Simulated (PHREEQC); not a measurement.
Na2HPO4 is added in steps, without added water, to 1 kg of water holding 0.012 mol H2S and 0.0026 mol NiCl2, at 20 °C. The system is closed to oxygen. No CO2 enters from the air. The run lets Ni(OH)2, Ni3(PO4)2, Millerite, Halite precipitate or redissolve, and no other solid.

Base run: PHREEQC, ion-association model, wateq4f.dat. Each further column changes one thing. The table gives Ni in solution (mol/kgw).

```tsv
Na2HPO4 added (mol)	base	Debye-Hückel limiting law	all activity coefficients set to 1	metal-ligand complexes left out	Davies equation for every ion
0	0.000239	0.000240	0.000209	0.000237	0.000236
0.0024	5.42e-5	5.48e-5	4.33e-5	5.38e-5	5.35e-5
0.0036	1.51e-5	1.54e-5	1.13e-5	1.49e-5	1.48e-5
0.006	5.08e-11	[?]	[?]	4.99e-11	5.08e-11
0.0072	9.40e-12	1.10e-11	3.86e-12	9.22e-12	9.42e-12
0.0096	2.52e-12	3.15e-12	[?]	2.46e-12	2.52e-12
0.0108	1.75e-12	2.26e-12	5.71e-13	1.71e-12	1.75e-12
0.0132	1.07e-12	1.48e-12	3.08e-13	1.04e-12	1.07e-12
0.0144	8.95e-13	1.28e-12	2.45e-13	8.69e-13	8.97e-13
0.0168	6.80e-13	1.04e-12	1.69e-13	6.59e-13	6.81e-13
0.018	6.10e-13	9.65e-13	1.45e-13	5.91e-13	6.10e-13
0.0204	5.10e-13	8.62e-13	1.12e-13	4.93e-13	5.10e-13
0.0216	4.74e-13	8.26e-13	[?]	4.57e-13	4.73e-13
0.024	4.17e-13	7.75e-13	8.24e-14	4.02e-13	4.15e-13
```

Question: Complete the blanks.

Answer: 
- 0.006, Debye-Hückel limiting law: 5.75e-11
- 0.006, all activity coefficients set to 1: 2.29e-11
- 0.0096, all activity coefficients set to 1: 8.81e-13
- 0.0216, all activity coefficients set to 1: 1.00e-13

The polysulfide entries of wateq4f.dat were taken out for this run. H3PO4, which wateq4f.dat lacks, is added to it with the constant of phreeqc.dat. The database has no phosphate complexes of Ni.
